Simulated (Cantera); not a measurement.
Input (Python, Cantera) and output of one run.

```python
import numpy as np
import cantera as ct

gas_names = """
    Br Br2 H HBr H2 Si SiBr SiBr2 SiBr3 SiBr4 SiH SiHBr3 SiH2 SiH2Br2 SiH3 SiH3Br SiH4 Si2 Si3
""".split()
cond_names = """
    Br2(cr) Br2(L) Si(cr) Si(L)
""".split()


# ... load() reads the species with a 1 bar reference pressure and builds the phases ...
atoms = {
    'Si': {'Si': 1},
    'HBr': {'H': 1, 'Br': 1},
}
top_T = {}  # K; cautious upper limits of use, not melting points


# ... equilibrate(T, P, feed) seeds the gas with the atoms and calls Mixture.equilibrate('TP', solver="vcs", rtol=1e-11, max_steps=5000) ...
results = []
feed = {'Si': 1, 'HBr': 19}  # mol
P = 1333.22  # Pa
for T in [975, 1075, 1175, 1275, 1375, 1475, 1575, 1675]:
    mix = equilibrate(T, P, feed)
    results.append((T, P, feed, dict(zip(mix.species_names, mix.species_moles))))
    x = sorted(zip(gas.X, gas.species_names), reverse=True)
    print(f"T = {T:g} K  P = {P:g} Pa  gas = {mix.phase_moles(0):.4g} mol")
    print("   x: " + "  ".join(f"{s} {v:.3e}" for v, s in x if v > 1e-05))
    print("   condensed (mol): " + ("  ".join(f"{mix.phase(i).name} {mix.phase_moles(i):.4g}"
          for i in range(1, mix.n_phases) if mix.phase_moles(i) > 1e-12) or "none"))
```

Output:

```
T = 975 K  P = 1333.22 Pa  gas = 18 mol
   x: HBr 8.333e-01  H2 1.111e-01  SiBr4 5.552e-02  Br 5.214e-05  SiHBr3 2.439e-05  SiBr3 1.225e-05
   condensed (mol): none
T = 1075 K  P = 1333.22 Pa  gas = 18 mol
   x: HBr 8.330e-01  H2 1.111e-01  SiBr4 5.538e-02  Br 2.987e-04  SiBr3 8.722e-05  SiHBr3 5.400e-05  SiBr2 1.974e-05
   condensed (mol): none
T = 1175 K  P = 1333.22 Pa  gas = 18.02 mol
   x: HBr 8.322e-01  H2 1.110e-01  SiBr4 5.468e-02  Br 1.276e-03  SiBr3 4.370e-04  SiBr2 2.728e-04  SiHBr3 1.030e-04  Br2 1.955e-05
   condensed (mol): none
T = 1275 K  P = 1333.22 Pa  gas = 18.1 mol
   x: HBr 8.308e-01  H2 1.095e-01  SiBr4 5.120e-02  Br 4.380e-03  SiBr2 2.309e-03  SiBr3 1.590e-03  SiHBr3 1.656e-04  Br2 4.727e-05
   condensed (mol): none
T = 1375 K  P = 1333.22 Pa  gas = 18.36 mol
   x: HBr 8.300e-01  H2 1.025e-01  SiBr4 3.952e-02  Br 1.295e-02  SiBr2 1.097e-02  SiBr3 3.794e-03  SiHBr3 1.918e-04  Br2 1.063e-04
   condensed (mol): none
T = 1475 K  P = 1333.22 Pa  gas = 18.87 mol
   x: HBr 8.202e-01  H2 9.316e-02  Br 3.340e-02  SiBr2 2.697e-02  SiBr4 2.067e-02  SiBr3 5.201e-03  Br2 2.179e-04  SiHBr3 1.386e-04  H 3.428e-05
   condensed (mol): none
T = 1575 K  P = 1333.22 Pa  gas = 19.51 mol
   x: HBr 7.829e-01  H2 9.538e-02  Br 6.997e-02  SiBr2 4.019e-02  SiBr4 6.718e-03  SiBr3 4.271e-03  Br2 3.411e-04  H 1.112e-04  SiHBr3 6.885e-05
   condensed (mol): none
T = 1675 K  P = 1333.22 Pa  gas = 20.15 mol
   x: HBr 7.177e-01  Br 1.195e-01  H2 1.124e-01  SiBr2 4.546e-02  SiBr3 2.547e-03  SiBr4 1.578e-03  Br2 4.000e-04  H 3.372e-04  SiHBr3 2.841e-05  SiBr 1.903e-05
   condensed (mol): none
```

Method: chemical equilibrium by Gibbs-energy minimisation in Cantera with the NASA 1993 tables (ideal gas, pure condensed phases). The tables' values for SiBr3, SiBr are old estimates; treat these amounts as uncertain.
